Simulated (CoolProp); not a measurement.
Saturation properties of acetone (Tc = 508.1 K, pc = 4.692 MPa, ω = 0.307).

The numbers come from the reference Helmholtz-energy equation of state, Lemmon 2006 in CoolProp. It is a short technical equation, of lower accuracy than the large ones.

```tsv
T (K)	p (MPa)	liquid density (kg/m³)	enthalpy of vaporisation (kJ/kg)	vapour Z
236.5	0.0009298	851.3	593.6	0.9971
246.2	0.001850	841.0	584.5	0.9955
255.8	0.003443	830.8	575.4	0.9933
265.4	0.006080	820.5	566.3	0.9905
275.1	0.01030	810.0	557.0	0.9869
284.7	0.01666	799.5	547.6	0.9824
294.4	0.02608	788.8	538.0	0.9770
304	0.03932	778.1	528.2	0.9705
313.7	0.05779	767.0	518.1	0.9628
323.3	0.08239	755.9	507.9	0.9540
333	0.1151	744.5	497.2	0.9439
342.6	0.1568	732.9	486.3	0.9324
352.2	0.2096	721.0	475.0	0.9195
361.9	0.2760	708.6	463.1	0.9049
```

It boils at 329.2 K under 1 atm.
